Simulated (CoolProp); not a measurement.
m-xylene at 337.43 K and 12.1 MPa is throttled through a valve to 7.46 MPa with no heat exchange. Each further row changes one setting.

Values from CoolProp's reference Helmholtz-energy equation of state, Zhou 2012.

```tsv
case	temperature change (K)	final density (kg/m³)
as stated	(withheld)	(withheld)
outlet pressure 2.24 MPa	(withheld)	(withheld)
outlet pressure 9.7 MPa	(withheld)	(withheld)
```

Task: What belongs in the gaps?

Result: 
- as stated, temperature change (K): +2.0
- as stated, final density (kg/m³): 831
- outlet pressure 2.24 MPa, temperature change (K): +4.2
- outlet pressure 2.24 MPa, final density (kg/m³): 824
- outlet pressure 9.7 MPa, temperature change (K): +1.0
- outlet pressure 9.7 MPa, final density (kg/m³): 833
